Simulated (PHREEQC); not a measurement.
Synthetic water in mg/L, 25 °C, pH 6.26, pe 8.2:

| constituent | mg/L |
|---|---|
| Na | 2.27 |
| K | 2.36 |
| Ca | 7.59 |
| Mg | 0.536 |
| Cl | 5.09 |
| S(6) as SO4 | 10.8 |
| Alkalinity as HCO3 | 13.6 |
| Pb | 0.0382 |
| N(5) as NO3 | 0.0037 |
| Br | 0.0489 |
| Cd | 0.239 |
| Li | 0.0106 |

Valence states are taken as typed.

All values are PHREEQC results (ion-association model, phreeqc.dat), not measurements.

```json
{
  "ionic_strength": "0.000902 mol/kgw",
  "charge_balance_error": "-0.3 %"
}
```

```json
[
 {"species": "CO2", "molality": "0.000266", "activity": "0.000266", "log γ": "0.000"},
 {"species": "HCO3-", "molality": "0.000223", "activity": "0.000215", "log γ": "-0.015"},
 {"species": "Ca+2", "molality": "0.000186", "activity": "0.000163", "log γ": "-0.058"},
 {"species": "Cl-", "molality": "0.000144", "activity": "0.000139", "log γ": "-0.015"},
 {"species": "SO4-2", "molality": "0.000109", "activity": "9.54e-5", "log γ": "-0.058"},
 {"species": "Na+", "molality": "9.87e-5", "activity": "9.54e-5", "log γ": "-0.015"},
 {"species": "K+", "molality": "6.03e-5", "activity": "5.83e-5", "log γ": "-0.015"},
 {"species": "Mg+2", "molality": "2.16e-5", "activity": "1.89e-5", "log γ": "-0.058"},
 {"species": "CaSO4", "molality": "2.76e-6", "activity": "2.76e-6", "log γ": "0.000"},
 {"species": "Cd+2", "molality": "2.04e-6", "activity": "1.78e-6", "log γ": "-0.059"},
 {"species": "Li+", "molality": "1.53e-6", "activity": "1.48e-6", "log γ": "-0.014"},
 {"species": "Br-", "molality": "6.12e-7", "activity": "5.91e-7", "log γ": "-0.015"},
 {"species": "H+", "molality": "5.68e-7", "activity": "5.49e-7", "log γ": "-0.014"},
 {"species": "CaHCO3+", "molality": "4.63e-7", "activity": "4.47e-7", "log γ": "-0.014"},
 {"species": "MgSO4", "molality": "4.22e-7", "activity": "4.22e-7", "log γ": "0.000"},
 {"species": "Pb+2", "molality": "1.21e-7", "activity": "1.06e-7", "log γ": "-0.059"}
]
```

No solid was allowed to form.
